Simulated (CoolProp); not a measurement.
R1336mzz(E) along the isotherm 410 K: fugacity coefficient from the reference equation and from simpler models built on Tc = 403.5 K, pc = 27.79 bar, ω = 0.413; each cubic takes its own stable root.

Computed with CoolProp (reference Helmholtz-energy equation of state, Akasaka 2023).

| p (bar) | phase | reference |
|---|---|---|
| 0.18 | gas | 0.9978 |
| 0.291 | gas | 0.9964 |
| 0.47 | gas | 0.9943 |
| 0.76 | gas | 0.9907 |
| 1.23 | gas | 0.9850 |
| 1.98 | gas | 0.9759 |
| 3.21 | gas | 0.9611 |
| 5.18 | gas | 0.9375 |
| 8.37 | gas | 0.8998 |
| 13.5 | gas | 0.8403 |
| 21.8 | gas | 0.7457 |
| 35.3 | supercritical | 0.5771 |
| 57 | supercritical | 0.4047 |

Question: How far does each simpler model (van der Waals, Redlich-Kwong, Peng-Robinson) lie from the reference over these 13 states: mean and median of the absolute difference, and the worst?

Answer: 
- van der Waals: mean 2.2 %, median 0.6 %, worst +11.9 % at 410 K and 57 bar
- Redlich-Kwong: mean 0.7 %, median 0.2 %, worst +4.5 % at 410 K and 57 bar
- Peng-Robinson: mean 0.4 %, median 0.2 %, worst -1.3 % at 410 K and 21.8 bar
